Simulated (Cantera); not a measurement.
Charge: 1 mol K2CO3, 0.51 mol H2O, at 1.33 mbar.

Cantera equilibrium calculation (NASA polynomials, part measured and part estimated; ideal gas, pure solids and liquids). Candidate condensed phases: C, C6H6, C7H8, C8H18, H2O, K, KOH, KO2, K2CO3, K2O, K2O2; 116 gas species. Kinetics and transport are ignored.

### Question
Which condensed phases are stable at each of these points (T (K)): 1000, 1050, 1100, 1150, 1200, 1250, 1300, 1350, 1400, 1450?

### Answer
```tsv
T (K)	condensed phases	K condensed (%)
1000	K2CO3(s)	99.3
1050	K2CO3(s)	98.0
1100	K2CO3(s)	95.0
1150	K2CO3(s)	88.0
1200	K2CO3(l)	74.2
1250	K2CO3(l)	57.6
1300	K2CO3(l)	46.9
1350	K2CO3(l)	31.0
1400	gas only	0.0
1450	gas only	0.0
```

From 1000 K to 1150 K the condensed part is K2CO3(s). From 1200 K to 1350 K the condensed part is K2CO3(l). From 1400 K to 1450 K nothing is condensed.
